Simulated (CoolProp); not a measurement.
Vapour-liquid equilibrium of R143a (1) + R1234yf (2) at 22.65 °C; x and y are mole fractions of (1).

Computed with CoolProp (multi-fluid Helmholtz-energy mixture model, Lemmon and Jacobsen 2000 and Lemmon 2022; pair parameters Bell 2016).

| x | bubble pressure (MPa) | y at the bubble point | dew pressure at overall composition x (MPa) | liquid density (mol/L) |
|---|---|---|---|---|
| 0.05 | 0.6683 | 0.084 | 0.6561 | 9.713 |
| 0.125 | 0.7116 | 0.196 | 0.6837 | 9.813 |
| 0.2 | 0.7541 | 0.296 | 0.7131 | 9.916 |
| 0.275 | 0.7958 | 0.387 | 0.7447 | 10.02 |
| 0.35 | … | 0.469 | 0.7785 | 10.13 |
| 0.425 | … | … | 0.8147 | 10.24 |
| 0.5 | 0.9180 | 0.615 | 0.8534 | … |
| 0.575 | 0.9581 | … | 0.8948 | 10.47 |
| 0.65 | 0.9982 | 0.743 | 0.9391 | 10.59 |
| 0.725 | 1.038 | 0.802 | … | 10.71 |
| 0.8 | 1.078 | 0.859 | 1.037 | 10.83 |
| 0.875 | … | 0.913 | 1.090 | 10.96 |
| 0.95 | 1.159 | 0.966 | 1.147 | 11.10 |

### Question
Fill in the missing entries.

### Answer

- 0.35, bubble pressure (MPa): 0.8370
- 0.425, bubble pressure (MPa): 0.8776
- 0.425, y at the bubble point: 0.544
- 0.5, liquid density (mol/L): 10.35
- 0.575, y at the bubble point: 0.681
- 0.725, dew pressure at overall composition x (MPa): 0.9863
- 0.875, bubble pressure (MPa): 1.119

No azeotrope shows between x = 0.05 and 0.95.

Pair parameters are fitted to limited data, so mixtures are less certain than the pure fluids.
